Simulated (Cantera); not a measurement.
A closed system holds: 1 mol Si, 2.1 mol H₂O, 2.4 mol N₂, 0.37 mol N₂O, equilibrated at 1225 K and 0.000490 bar.

Method: chemical equilibrium by Gibbs-energy minimisation in Cantera with the NASA 1993 tables (ideal gas, pure condensed phases). Candidate condensed phases: H₂O, Si, SiO₂, Si₂N₂O, Si₃N₄; 35 gas species. The tables hold silica as quartz up to 1696 K and as liquid above; real silica turns to tridymite and cristobalite and melts near 1996 K. Kinetics and transport are ignored.

Base state: N₂ 0.569, H₂ 0.335, H₂O 0.0965 (mole fractions); condensed: SiO₂(β-quartz).

Task: What changes in the equilibrium state with this change: H₂O from 2.1 to 0.014 mol?

Result: 
| species | before | after |
|---|---|---|
| N₂ | 0.569 | 0.994 |
| H₂ | 0.335 | 0.00623 |
| H₂O | 0.0965 | <1e-9 |
| SiO₂(β-quartz), mol | 1.00 | 0 |
| Si₂N₂O(s), mol | 0 | 0.384 |
| Si₃N₄(s), mol | 0 | 0.0773 |
Mutual solubility and eutectic melting of coexisting phases are not modelled.
